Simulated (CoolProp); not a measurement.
Vapour-liquid equilibrium of cyclohexane (1) + dimethyl carbonate (2) at 433.1 K; x and y are mole fractions of (1).

The numbers come from the multi-fluid Helmholtz-energy mixture model, Zhou 2014 and Zhou 2011; pair parameters Bell 2016 in CoolProp.

Problem. Give the bubble pressure and the first vapour's composition at x = 0.125, 0.2, 0.425. Is there an azeotrope?

Solution. x = 0.125: 0.7347 MPa, y = 0.233; x = 0.2: 0.7783 MPa, y = 0.318; x = 0.425: 0.8422 MPa, y = 0.480. y crosses x between x = 0.5 and 0.575: the model has an azeotrope there.

Pair parameters are fitted to limited data, so mixtures are less certain than the pure fluids.
